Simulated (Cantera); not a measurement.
**Catalytic combustion on Pt**

An isothermal plug-flow reactor at 475 K and 5.00 bar (inlet), inlet velocity 1.2 m/s, active area per volume 470 1/m; feed 1.49 % H2, 6.76 % O2, 90.5 % N2, 1.26 % H2O, equivalence ratio 0.11.

Model: Deutschmann's 1995 Pt surface mechanism with GRI-Mech 3.0 gas chemistry, integrated in Cantera. Catalytic surfaces can have several steady states; this one follows from the mechanism file's or the stated starting coverage. Mass transfer to the wall is taken as infinitely fast.

```tsv
z (m)	x H2	x O2	x H2O	θ free Pt	θ O*	θ OH*
0.00024	0.00831	0.0645	0.0193	0.183	0.609	0.201
0.00051	0.00549	0.0632	0.0221	0.123	0.690	0.182
0.0011	0.00312	0.0621	0.0245	0.0713	0.774	0.151
0.0024	0.00159	0.0613	0.0261	0.0367	0.846	0.115
0.0051	0.000782	0.0610	0.0269	0.0182	0.896	0.0845
0.011	0.000370	0.0608	0.0273	0.00862	0.931	0.0596
0.024	0.000171	0.0607	0.0275	0.00399	0.955	0.0412
```
x: gas mole fraction; θ: surface coverage.
